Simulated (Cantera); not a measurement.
What does this Cantera script print?

```python
import numpy as np
import cantera as ct

gas = ct.Solution("gri30.yaml")
gas.TPX = 673, 1000000, {'CH4': 1, 'O2': 1.33, 'N2': 5.01}
inlet = ct.Reservoir(gas, clone=True)
gas.equilibrate("HP")  # start burning
reactor = ct.IdealGasConstPressureReactor(gas, energy="on", clone=False)
exhaust = ct.Reservoir(gas, clone=True)
tau = [0.099, 0.032, 0.011, 0.0035, 0.0011, 0.00037, 0.00012, 3.9e-05, 1.3e-05, 4.2e-06][0]
for a, b in ((inlet, reactor), (reactor, exhaust)):
    ct.MassFlowController(a, b, mdot=lambda t: reactor.mass / tau)
net = ct.ReactorNet([reactor])
show = ['CH4', 'O2', 'H2', 'CO', 'CH2O', 'NO', 'C2H6']

rows = []
print(f"{'tau/s':>10s}{'T/K':>9s}" + "".join(f"{s:>11s}" for s in show))
for tau in [0.099, 0.032, 0.011, 0.0035, 0.0011, 0.00037, 0.00012, 3.9e-05, 1.3e-05, 4.2e-06]:
    net.initial_time = 0.0
    net.advance(30 * tau)
    before = gas.X
    net.advance(40 * tau)
    drift = np.max(np.abs(gas.X - before) / (gas.X + 1e-9))
    rows.append([gas.T, *gas[show].X, drift])
    print(f"{tau:10.3e}{gas.T:9.1f}" + "".join(f"{x:11.3e}" for x in gas[show].X))
```

Output:

```
     tau/s      T/K        CH4         O2         H2         CO       CH2O         NO       C2H6
 9.900e-02   2173.6  1.537e-04  1.990e-05  7.856e-02  8.792e-02  6.109e-07  4.694e-05  4.903e-09
 3.200e-02   2174.4  4.147e-04  5.857e-05  7.781e-02  8.749e-02  1.691e-06  6.721e-05  3.761e-08
 1.100e-02   2176.1  9.596e-04  1.621e-04  7.601e-02  8.639e-02  4.267e-06  8.138e-05  2.169e-07
 3.500e-03   2178.5  1.993e-03  4.715e-04  7.208e-02  8.382e-02  1.071e-05  7.801e-05  1.078e-06
 1.100e-03   2177.0  3.519e-03  1.341e-03  6.601e-02  7.982e-02  2.551e-05  5.820e-05  4.241e-06
 3.700e-04   2161.6  5.528e-03  3.533e-03  5.932e-02  7.590e-02  5.656e-05  3.546e-05  1.413e-05
 1.200e-04   2097.6  9.598e-03  1.056e-02  5.167e-02  7.286e-02  1.416e-04  1.198e-05  6.292e-05
 3.900e-05    673.0  1.362e-01  1.812e-01 -3.614e-16 -5.335e-16 -1.446e-17 -2.972e-20 -1.902e-17
 1.300e-05    673.0  1.362e-01  1.812e-01 -1.564e-17 -2.310e-17 -8.990e-20 -1.287e-21 -8.233e-19
 4.200e-06    673.0  1.362e-01  1.812e-01 -3.520e-21 -5.197e-21  5.709e-20 -2.895e-25 -1.852e-22
```

Model: GRI-Mech 3.0 (53 species, 325 reactions), integrated in Cantera.
